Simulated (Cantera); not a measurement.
Input: 1 mol SiO₂, 5.6 mol Cl₂, 20 mol N₂, at 0.430 bar.

Equilibrium computed with Cantera from the NASA thermochemical tables; the gas is ideal and each condensed phase is pure. Candidate condensed phases: Si, SiO₂, Si₂N₂O, Si₃N₄; 23 gas species. The tables hold silica as quartz up to 1696 K and as liquid above; real silica turns to tridymite and cristobalite and melts near 1996 K. The numbers say what is thermodynamically allowed, not how fast it happens.

### Question
At 1077 °C, list the 5 most abundant gas species with their mole fractions, and the condensed phases.

### Answer
N₂ 0.776, Cl₂ 0.210, Cl 0.0133, SiCl₄ 6.27e-5, O₂ 5.72e-5. Condensed: SiO₂(β-quartz).
